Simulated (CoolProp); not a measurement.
Properties of n-perfluoropentane along the isotherm 338.7 K (Tc = 421.0 K, pc = 20.63 bar, ω = 0.436).

Model: reference Helmholtz-energy equation of state, Gao 2022, in CoolProp.

```csv
p (bar),phase,density (kg/m³)
0.163,gas,1.677
0.275,gas,2.841
0.464,gas,4.826
0.784,gas,…
1.32,gas,…
2.23,gas,…
3.77,liquid,…
6.36,liquid,…
10.7,liquid,…
18.1,liquid,1473
30.6,liquid,…
51.6,liquid,…
```

Fill in the missing entries.


- 0.784, density (kg/m³): 8.254
- 1.32, density (kg/m³): 14.20
- 2.23, density (kg/m³): 24.95
- 3.77, density (kg/m³): 1459
- 6.36, density (kg/m³): 1461
- 10.7, density (kg/m³): 1466
- 30.6, density (kg/m³): 1485
- 51.6, density (kg/m³): 1502
